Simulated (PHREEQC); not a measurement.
**Silver or lead bath (model solution)**

Dissolve 8.4 mmol/kgw PbCl2, 0.077 mmol/kgw KBr and 0.71 mmol/kgw Na2SO4 at 25 °C. Closed to the air; pH follows from the charge balance.

Model: ion-association model, wateq4f.dat, run in PHREEQC.

Each row changes one thing in this solution. Precipitation was switched off in this run.

| case | pH | ionic strength (mol/kgw) | SO4-2 (mol/kgw) | Br- (mol/kgw) | NaSO4- (mol/kgw) | HSO4- (mol/kgw) | SI of Mirabilite (Na2SO4:10H2O) |
|---|---|---|---|---|---|---|---|
| as made | 5.04 | 0.0219 | 0.000340 | 6.42e-5 | 1.37e-6 | 1.97e-7 | -8.42 |
| KBr from 7.7e-05 to 0.000116 mol/kgw | 5.04 | 0.0219 | 0.000340 | 9.68e-5 | 1.37e-6 | 1.97e-7 | -8.42 |
| PbCl2 left out | 7.01 | 0.00220 | 0.000706 | 7.70e-5 | 4.08e-6 | 5.74e-9 | -7.87 |
| temperature from 25 to 70 °C | 5.13 | 0.0191 | 0.000394 | 6.02e-5 | 2.01e-6 | 5.76e-7 | -10.19 |
| KBr from 7.7e-05 to 1.54e-05 mol/kgw | 5.04 | 0.0218 | 0.000340 | 1.28e-5 | 1.37e-6 | 1.97e-7 | -8.42 |
| KBr from 7.7e-05 to 0.00077 mol/kgw | 5.05 | 0.0224 | 0.000344 | 0.000644 | 1.38e-6 | 1.96e-7 | -8.42 |
| Na2SO4 from 0.00071 to 0.00106 mol/kgw | 5.05 | 0.0223 | (withheld) | 6.45e-5 | 3.09e-6 | (withheld) | -7.89 |

Question: Fill in the missing entries.

Answer: 
- Na2SO4 from 0.00071 to 0.00106 mol/kgw, SO4-2 (mol/kgw): 0.000515
- Na2SO4 from 0.00071 to 0.00106 mol/kgw, HSO4- (mol/kgw): 2.91e-7

Some of these states are supersaturated (in Anglesite, Larnakite, for instance). Away from 25 °C the constants follow the database's enthalpies or fits; those with neither stay at their 25 °C values.
